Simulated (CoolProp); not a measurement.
Saturated liquid density (kg/m³) of fluorine: the reference equation beside estimates from Tc = 144.4 K, pc = 5.240 MPa, ω = 0.045. Rackett uses Z = 0.29056 − 0.08775 ω.

Model: reference Helmholtz-energy equation of state, de Reuck 1990, in CoolProp.

| T (K) | reference | Rackett | van der Waals | Redlich-Kwong | Soave-Redlich-Kwong |
|---|---|---|---|---|---|
| 92.3 | 1449 | 1472 | 993.9 | 1456 | 1448 |
| 95.2 | 1428 | ___ | 978.8 | 1429 | 1422 |
| 98.1 | 1405 | 1427 | 963.1 | 1402 | 1396 |
| 101 | ___ | 1404 | 946.9 | 1373 | 1369 |
| 103.9 | 1358 | 1379 | 930.0 | 1343 | 1340 |
| 106.8 | 1333 | 1355 | 912.5 | 1312 | 1310 |
| 109.7 | 1308 | 1329 | 894.1 | 1279 | 1278 |
| 112.6 | 1281 | 1302 | 874.9 | 1244 | 1245 |
| 115.5 | 1254 | 1274 | 854.8 | ___ | ___ |
| 118.4 | 1224 | 1244 | 833.5 | 1170 | 1172 |
| 121.3 | 1193 | 1213 | 810.9 | 1129 | 1132 |
| 124.2 | 1160 | ___ | 786.8 | 1085 | 1089 |
| 127.1 | 1124 | 1144 | 760.8 | 1039 | 1043 |
| 130 | 1085 | 1105 | 732.5 | 988.1 | 992.8 |

Task: Some entries are withheld; supply them.

Result: 
- 95.2, Rackett: 1450
- 101, reference: 1382
- 115.5, Redlich-Kwong: 1208
- 115.5, Soave-Redlich-Kwong: 1209
- 124.2, Rackett: 1180

Absolute difference from the reference over all 14 rows, mean and median: Rackett 1.6 and 1.6 %, van der Waals 31.8 and 31.7 %, Redlich-Kwong 3.3 and 2.6 %, Soave-Redlich-Kwong 3.2 and 2.6 %.
